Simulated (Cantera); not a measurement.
## Thermodynamics of sublimation and decomposition of ceramics, feed SiC + C + N2

Charge: 1 mol SiC, 0.35 mol C, 0.041 mol N2, held at 1.33 mbar.

These are equilibrium values from Cantera (NASA tables, ideal gas, pure condensed phases), not measurements of a reactor. Candidate condensed phases: C, Si, SiC, Si3N4; 32 gas species. Ions and electrons are included (thermal ionisation). The tables' values for SiN are old estimates; treat these amounts as uncertain. Kinetics and transport are ignored.

At 2000 K the condensed part is C(graphite) + SiC(s). At 2500 K the condensed part is C(graphite). From 3000 K to 5000 K nothing is condensed. The main Si-bearing gas is Si throughout.

```
T (K)  log p N2  log p Si  log p C  log p SiC2  log p C3  log p Si2C  log p C2  log p e-  log p Si+  log p N  log p CN  n C(graphite)  n SiC(s)
-----  --------  --------  -------  ----------  --------  ----------  --------  --------  ---------  -------  --------  -------------  --------
2000      -2.88     -5.62   -10.52       -7.01    -10.56       -7.18    -11.63    -12.20     -12.07   -10.48     -7.69          0.350     1.000
2500      -4.25     -3.03    -6.78       -3.62     -6.30       -3.97     -7.34     -8.69      -8.65    -8.66     -6.11          0.926         0
3000      -4.46     -3.18    -4.38       -3.42     -3.75       -5.67     -4.66     -7.30      -7.26    -7.09     -4.80              0         0
3500      -4.78     -3.18    -3.36       -4.57     -4.03       -7.36     -4.15     -6.22      -6.21    -6.05     -4.64              0         0
4000      -4.84     -3.25    -3.14       -6.59     -5.89       -9.32     -4.86     -5.45      -5.45    -5.17     -4.98              0         0
4500      -5.09     -3.27    -3.14       -8.45     -7.81      -10.94     -5.73     -4.83      -4.83    -4.59     -5.50              0         0
5000      -5.84     -3.31    -3.15       -9.99     -9.40      -12.29     -6.47     -4.34      -4.34    -4.40     -6.20              0         0
```
log p: log10 of the partial pressure in bar; n: condensed amount in mol.
